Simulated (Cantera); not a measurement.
Input (Python, Cantera) and output of one run.

```python
import numpy as np
import cantera as ct

gas_names = [...]  # 151 gases of nasa_gas.yaml made of C, H, N, O, Si
cond_names = """
    C(gr) C6H6(L) C7H8(L) C8H18(L),n-octa H2O(s) H2O(L) Si(cr) Si(L) SiC(b) SiO2(Lqz) SiO2(hqz) SiO2(L)
    Si2N2O(s) Si3N4(a)
""".split()


# ... load() reads the species with a 1 bar reference pressure and builds the phases ...
atoms = {
    'Si3N4': {'Si': 3, 'N': 4},
    'CO2': {'C': 1, 'O': 2},
    'H2': {'H': 2},
}
top_T = {'C(gr)': 4500, 'SiC(b)': 3050, 'Si2N2O(s)': 2100, 'Si3N4(a)': 2400}  # K; cautious upper limits of use, not melting points


# ... equilibrate(T, P, feed) seeds the gas with the atoms and calls Mixture.equilibrate('TP', solver="vcs", rtol=1e-11, max_steps=5000) ...
results = []
feed = {'Si3N4': 1, 'CO2': 0.19, 'H2': 70}  # mol
T = 1500  # K
P = 10000  # Pa
mix = equilibrate(T, P, feed)
results.append((T, P, feed, dict(zip(mix.species_names, mix.species_moles))))
x = sorted(zip(gas.X, gas.species_names), reverse=True)
print(f"T = {T:g} K  P = {P:g} Pa  gas = {mix.phase_moles(0):.4g} mol")
print("   x: " + "  ".join(f"{s} {v:.3e}" for v, s in x if v > 0.001))
print("   condensed (mol): " + ("  ".join(f"{mix.phase(i).name} {mix.phase_moles(i):.4g}"
      for i in range(1, mix.n_phases) if mix.phase_moles(i) > 1e-12) or "none"))
```

Result:

```
T = 1500 K  P = 10000 Pa  gas = 70.25 mol
   x: H2 9.963e-01  N2 3.599e-03
   condensed (mol): SiC(b) 0.1892  Si2N2O(s) 0.3796  Si3N4(a) 0.6838
```

These are equilibrium values from Cantera (NASA tables, ideal gas, pure condensed phases), not measurements of a reactor. Mutual solubility and eutectic melting of coexisting phases are not modelled.
